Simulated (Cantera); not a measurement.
## Thermodynamics of abatement and gas-phase synthesis, feed H2S + SO2 + H2O

Input: 1 mol H2S, 0.0042 mol SO2, 0.089 mol H2O, at 101000 Pa.

Equilibrium computed with Cantera from the NASA thermochemical tables; the gas is ideal and each condensed phase is pure. Candidate condensed phases: H2O, H2SO4, S; 34 gas species. Ions and electrons are included (thermal ionisation). The numbers say what is thermodynamically allowed, not how fast it happens.

```json
[
 {"T (K)": "2500", "x H": "0.0184", "x H2": "0.541", "x S": "0.0214", "x S2": "0.242", "x SH": "0.0627", "x H2S": "0.0534", "x H2O": "0.0504", "x O": "7.92e-6", "x SO": "0.00846"},
 {"T (K)": "3000", "x H": "0.107", "x H2": "0.466", "x S": "0.102", "x S2": "0.166", "x SH": "0.0865", "x H2S": "0.0184", "x H2O": "0.0284", "x O": "0.000306", "x SO": "0.0215"},
 {"T (K)": "3500", "x H": "0.312", "x H2": "0.284", "x S": "0.226", "x S2": "0.0658", "x SH": "0.0642", "x H2S": "0.00422", "x H2O": "0.0102", "x O": "0.00332", "x SO": "0.0239"},
 {"T (K)": "4000", "x H": "0.525", "x H2": "0.110", "x S": "0.287", "x S2": "0.0161", "x SH": "0.0268", "x H2S": "0.000546", "x H2O": "0.00190", "x O": "0.0143", "x SO": "0.0130"},
 {"T (K)": "4500", "x H": "0.622", "x H2": "0.0327", "x S": "0.301", "x S2": "0.00403", "x SH": "0.00926", "x H2S": "6.03e-5", "x H2O": "0.000179", "x O": "0.0247", "x SO": "0.00391"},
 {"T (K)": "5000", "x H": "0.650", "x H2": "0.0104", "x S": "0.304", "x S2": "0.00126", "x SH": "0.00350", "x H2S": "8.35e-6", "x H2O": "1.65e-5", "x O": "0.0282", "x SO": "0.00107"}
]
```
x: gas mole fraction; nothing condenses.

From 2500 K to 5000 K nothing is condensed.
